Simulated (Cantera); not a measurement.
Reactions in the system H-O-Zr

Standard-state values (1 bar) from the NASA 1993 polynomials, evaluated with Cantera. Values are per mole of reaction as written; species without (g) are pure solids or liquids, kept so even where they would boil at 1 bar.

ZrO2(g) + H2(g) ⇌ Zr + 2 OH(g)

| T (K) | ΔH° (kJ) | ΔS° (J/K) | ΔG° (kJ) | log10 K | condensed phases |
|---|---|---|---|---|---|
| 300 | 364.9 | 2.0 | 364.3 | -63.43 | Zr(α) |
| 998 | 368.3 | 8.3 | 360.0 | -18.84 | Zr(α) |
| 1198 | 373.5 | 13.0 | 358.0 | -15.61 | Zr(β) |
| 1398 | 374.5 | 13.7 | 355.3 | -13.28 | Zr(β) |
| 1598 | 375.7 | 14.6 | 352.5 | -11.52 | Zr(β) |
| 1798 | 377.4 | 15.5 | 349.5 | -10.15 | Zr(β) |
| 1998 | 379.5 | 16.6 | 346.3 | -9.05 | Zr(β) |
| 2198 | 403.5 | 27.9 | 342.1 | -8.13 | Zr(l) |
| 2398 | 407.5 | 29.7 | 336.3 | -7.33 | Zr(l) |
| 2598 | 411.5 | 31.3 | 330.2 | -6.64 | Zr(l) |
| 2798 | 415.6 | 32.8 | 323.8 | -6.04 | Zr(l) |
